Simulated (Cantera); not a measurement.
An isothermal, constant-pressure homogeneous reactor starts with NO : N2 = 1 : 3 (molar parts), at 1850 K and 90.0 Torr.

Model: GRI-Mech 3.0 (53 species, 325 reactions), integrated in Cantera.

Question: Predict: x(NO) at 2.00 s; x(O) at 2.00 s; x(N2) at 2.00 s; x(O2) at 2.00 s; x(N2O) at 2.00 s.

Answer: 
| Quantity | Result |
|---|---|
| x(NO) at 2.00 s | 0.236 (gas-phase equilibrium 0.00396) |
| x(O) at 2.00 s | 5.89e-5 (gas-phase equilibrium 0.000196) |
| x(N2) at 2.00 s | 0.757 (gas-phase equilibrium 0.873) |
| x(O2) at 2.00 s | 0.00685 (gas-phase equilibrium 0.123) |
| x(N2O) at 2.00 s | 2.25e-5 (gas-phase equilibrium 8.25e-8) |
